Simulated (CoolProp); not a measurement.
Vapour-liquid equilibrium of cyclohexane (1) + o-xylene (2) at 128.65 °C; x and y are mole fractions of (1).

The numbers come from the multi-fluid Helmholtz-energy mixture model, Zhou 2014 and Zhou 2012; pair parameters Bell 2016 in CoolProp.

```csv
x,"bubble pressure, mixture model (MPa)","bubble pressure, Raoult's law (MPa)","y, mixture model","y, Raoult's law"
0.05,0.08513,0.07987,0.260,0.220
0.125,0.1130,0.1013,0.478,0.434
0.2,0.1390,0.1228,0.605,0.573
0.275,0.1633,0.1443,0.689,0.671
0.35,0.1859,0.1657,0.748,0.743
0.425,0.2071,0.1872,0.794,0.799
0.5,0.2271,0.2086,0.831,0.843
0.575,0.2462,0.2301,0.862,0.879
0.65,0.2648,0.2516,0.889,0.909
0.725,0.2830,0.2730,0.914,0.934
0.8,0.3012,0.2945,0.938,0.955
0.875,0.3196,0.3160,0.961,0.974
0.95,0.3386,0.3374,0.984,0.990
```

The largest gap from Raoult's law is +13.2 % in bubble pressure, at x = 0.2. No azeotrope shows between x = 0.05 and 0.95.

The pair parameters rest on a limited set of measurements; away from them the model extrapolates.
